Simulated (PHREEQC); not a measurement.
A column of 0.5 m (40 cells, dispersivity 0.04 m, 300 s a shift, diffusion coefficient 3e-10 m²/s) holds 0.015 eq of the database's cation exchanger X per kg of pore water, first in equilibrium with 11 mmol/kgw MnCl2, 4.2 mmol/kgw KCl and 0.01 mmol/kgw HCl. It is flushed with 7.5 mmol/kgw CaCl2 and 0.01 mmol/kgw HCl, at 25 °C. Values are for the last cell. The system is closed to CO2. Nothing may precipitate in this run.

Base run: PHREEQC, ion-association model, phreeqc.dat. Each further column changes one thing. The table gives Ca in solution (mol/kgw).

```json
[
 {"pore volumes": "0", "base": "0", "exchange capacity from 0.015 to 0.0075 eq/kgw": "0", "dispersivity from 0.04 to 0.08 m": "0"},
 {"pore volumes": "0.5125", "base": "4.16e-7", "exchange capacity from 0.015 to 0.0075 eq/kgw": "1.44e-5", "dispersivity from 0.04 to 0.08 m": "1.81e-5"},
 {"pore volumes": "1.012", "base": "0.000142", "exchange capacity from 0.015 to 0.0075 eq/kgw": "0.00114", "dispersivity from 0.04 to 0.08 m": "0.000603"},
 {"pore volumes": "1.512", "base": "0.00142", "exchange capacity from 0.015 to 0.0075 eq/kgw": "0.00429", "dispersivity from 0.04 to 0.08 m": "…"},
 {"pore volumes": "2.013", "base": "0.00427", "exchange capacity from 0.015 to 0.0075 eq/kgw": "0.00642", "dispersivity from 0.04 to 0.08 m": "0.00437"},
 {"pore volumes": "2.513", "base": "0.00625", "exchange capacity from 0.015 to 0.0075 eq/kgw": "0.00719", "dispersivity from 0.04 to 0.08 m": "0.00583"},
 {"pore volumes": "3.013", "base": "0.00707", "exchange capacity from 0.015 to 0.0075 eq/kgw": "…", "dispersivity from 0.04 to 0.08 m": "0.00665"},
 {"pore volumes": "3.513", "base": "0.00736", "exchange capacity from 0.015 to 0.0075 eq/kgw": "0.00748", "dispersivity from 0.04 to 0.08 m": "0.00707"},
 {"pore volumes": "4.013", "base": "0.00745", "exchange capacity from 0.015 to 0.0075 eq/kgw": "0.00749", "dispersivity from 0.04 to 0.08 m": "…"}
]
```

Complete the blanks.


- 1.512, dispersivity from 0.04 to 0.08 m: 0.00232
- 3.013, exchange capacity from 0.015 to 0.0075 eq/kgw: 0.00741
- 4.013, dispersivity from 0.04 to 0.08 m: 0.00729
